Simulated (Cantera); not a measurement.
Charge: 1 mol V2O3, 800 mol H2, 55 mol N2, at 2.40 mbar.

These are equilibrium values from Cantera (NASA tables, ideal gas, pure condensed phases), not measurements of a reactor. Candidate condensed phases: H2O, V, VN, VO, V2O3, V2O4, V2O5; 28 gas species. Mutual solubility and eutectic melting of coexisting phases are not modelled. VO: taken at fixed stoichiometry. Condensed phases not in the tables: the oxides between V2O3 and V2O5 other than VO2. Equilibrium is a limit: real reactors are often held back by kinetics, nucleation or transport.

x: gas mole fraction; n: condensed amount in mol.

```tsv
T (°C)	x H2	x N2	x H	x H2O	x VO	x VO2	x V	n VO(s)	n V2O3(s)
1050	0.935	0.0643	3.13e-5	0.00112	7.17e-11	5.47e-10	<1e-12	1.91	0.0460
1125	0.934	0.0643	9.34e-5	0.00117	9.78e-10	4.60e-9	7.16e-12	2.00	0
1200	0.934	0.0643	0.000250	0.00117	1.01e-8	2.96e-8	1.40e-10	2.00	0
1275	0.934	0.0643	___	0.00117	___	___	___	2.00	0
1350	0.933	0.0643	___	0.00117	___	___	___	2.00	0
1425	0.932	0.0642	0.00285	0.00117	3.10e-6	2.82e-6	2.07e-7	1.99	0
1500	0.929	0.0641	0.00560	0.00116	1.49e-5	9.80e-6	1.55e-6	1.98	0
1575	0.924	0.0640	0.0104	0.00114	6.27e-5	3.04e-5	9.82e-6	1.91	0
```

### Question
Some entries are withheld; supply them.

### Answer

- 1275, x H: 0.000607
- 1275, x VO: 8.29e-8
- 1275, x VO2: 1.58e-7
- 1275, x V: 2.04e-9
- 1350, x H: 0.00136
- 1350, x VO: 5.54e-7
- 1350, x VO2: 7.17e-7
- 1350, x V: 2.29e-8
